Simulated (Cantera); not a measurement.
Input: 1 mol SiO₂, 1.4 mol HCl, equilibrated at 1102 °C and 13.3 mbar.

These are equilibrium values from Cantera (NASA tables, ideal gas, pure condensed phases), not measurements of a reactor. Candidate condensed phases: H₂O, Si, SiO₂; 30 gas species. The tables hold silica as quartz up to 1696 K and as liquid above; real silica turns to tridymite and cristobalite and melts near 1996 K. Equilibrium is a limit: real reactors are often held back by kinetics, nucleation or transport.

Q: What is the equilibrium state?

A: 
```json
{
 "x(HCl)": "0.998",
 "x(Cl)": "0.00105",
 "x(H₂)": "0.000549",
 "x(H₂O)": "0.000195",
 "x(SiCl₄)": "9.70e-5",
 "x(Cl₂)": "2.68e-5",
 "n(SiO₂(β-quartz))": "1.000 mol",
 "gas_amount": "1.401 mol",
 "log10 activity of Si(s) (absent)": "-11.34"
}
```
